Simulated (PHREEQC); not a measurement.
Dissolve 0.97 mol Na2CO3 and 0.84 mol NaHCO3 per kg of water at 25 °C. Closed to the air; pH follows from the charge balance.

Model: Pitzer model, pitzer.dat, run in PHREEQC.

Each row changes one thing in this solution. Precipitation was switched off in this run.

```tsv
case	pH	ionic strength (mol/kgw)	CO3-2 (mol/kgw)	HCO3- (mol/kgw)	CO2 (mol/kgw)	SI of Nahcolite (NaHCO3)	SI of Natron (Na2CO3:10H2O)
as made	9.46	3.75	0.970	0.840	0.000126	-0.08	-0.66
NaHCO3 from 0.84 to 0.924 mol/kgw	9.40	3.83	0.970	0.924	0.000152	-0.03	-0.66
NaHCO3 from 0.84 to 0.756 mol/kgw	9.52	3.67	0.970	0.756	0.000102	-0.13	-0.65
Na2CO3 left out	7.74	0.855	0.0154	0.809	0.0154	-0.26	-2.85
Na2CO3 from 0.97 to 0.873 mol/kgw	9.42	3.46	0.873	0.840	0.000149	-0.09	-0.72
diluted 5-fold with water	9.74	0.750	0.194	0.168	3.63e-5	-1.08	-1.79
0.74 mol/kgw KHCO3 added	9.15	4.49	0.970	1.58	0.000427	+0.14	-0.85
```

Some of these states are supersaturated (in Nahcolite, for instance). In brines, pH and single-ion activities rest on the MacInnes convention.
